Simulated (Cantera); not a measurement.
A perfectly stirred reactor is fed with CH4 : C2H6 : O2 : N2 = 1 : 0.61 : 4.26 : 16 (molar parts), equivalence ratio 0.97, at 101000 Pa; it is adiabatic with a 300 K inlet, and is followed from long to short residence time, starting on the burning branch (τ in s: 0.1, 0.045, 0.021, 0.0094, 0.0043, 0.002, 0.00089, 0.00041, 0.00018, 8.4e-05, 3.8e-05, 1.7e-05).

Model: GRI-Mech 3.0 (53 species, 325 reactions), integrated in Cantera.

Question: Predict: blow-out, bracketed by the residence times tried; x(CH4) at τ = 0.100 s; x(C2H6) at τ = 0.100 s; x(O2) at τ = 0.100 s; x(C2H4) at τ = 0.100 s; x(CH2CO) at τ = 0.100 s; x(CH4) at τ = 0.890 ms; x(C2H6) at τ = 0.890 ms; x(O2) at τ = 0.890 ms; x(C2H4) at τ = 0.890 ms; x(CH2CO) at τ = 0.890 ms.

Answer: 
```
Item                                                                           Value
------------------------------------------------  ----------------------------------
blow-out, bracketed by the residence times tried  burning at 84.0 µs, out at 38.0 µs
x(CH4) at τ = 0.100 s                                                        1.96e-6
x(C2H6) at τ = 0.100 s                                                       1.28e-7
x(O2) at τ = 0.100 s                                                          0.0100
x(C2H4) at τ = 0.100 s                                                       3.18e-7
x(CH2CO) at τ = 0.100 s                                                      7.94e-8
x(CH4) at τ = 0.890 ms                                                       6.45e-5
x(C2H6) at τ = 0.890 ms                                                      9.28e-6
x(O2) at τ = 0.890 ms                                                         0.0212
x(C2H4) at τ = 0.890 ms                                                      8.07e-6
x(CH2CO) at τ = 0.890 ms                                                     4.66e-6
```
